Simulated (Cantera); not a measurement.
Feed: 1 mol HgO, 0.078 mol H₂, 0.29 mol N₂, equilibrated at 750 °C and 0.133 bar.

Method: chemical equilibrium by Gibbs-energy minimisation in Cantera with the NASA 1993 tables (ideal gas, pure condensed phases). Candidate condensed phases: H₂O, Hg, HgO; 25 gas species. Equilibrium is a limit: real reactors are often held back by kinetics, nucleation or transport.

### Question
What is the equilibrium state?

### Answer
```
Item                                 Result
--------------------------------  ---------
x(Hg)                                 0.547
x(O₂)                                 0.252
x(N₂)                                 0.159
x(H₂O)                               0.0426
x(NO)                               1.97e-5
gas amount                        1.829 mol
log10 activity of Hg(l) (absent)      -2.99
```
